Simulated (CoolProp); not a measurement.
Saturation properties of oxygen.

Model: reference Helmholtz-energy equation of state, Schmidt 1985, in CoolProp.

| T (°C) | p (MPa) | vapour viscosity (µPa s) | liquid conductivity (mW/(m K)) |
|---|---|---|---|
| -155.15 | 0.9086 | 9.24 | 110 |
| -152.85 | 1.040 | 9.46 | 107 |
| -150.55 | 1.185 | 9.67 | 103 |
| -148.25 | 1.344 | 9.90 | 100 |
| -145.85 | 1.525 | 10.1 | 96.6 |
| -143.55 | 1.714 | 10.4 | 93.2 |
| -141.25 | 1.920 | 10.7 | 89.9 |
| -138.95 | 2.143 | 11.0 | 86.6 |
| -136.65 | 2.384 | 11.3 | 83.2 |
| -134.25 | 2.656 | 11.6 | 79.8 |
| -131.95 | 2.937 | 12.0 | 76.5 |
| -129.65 | 3.239 | 12.5 | 73.2 |
| -127.35 | 3.563 | 13.1 | 69.9 |
| -125.05 | 3.911 | 13.9 | 66.7 |

It boils at -183.0 °C under 1 atm.

Viscosity comes from a separate model (Lemmon 2004). Thermal conductivity comes from a separate model (Lemmon 2004).
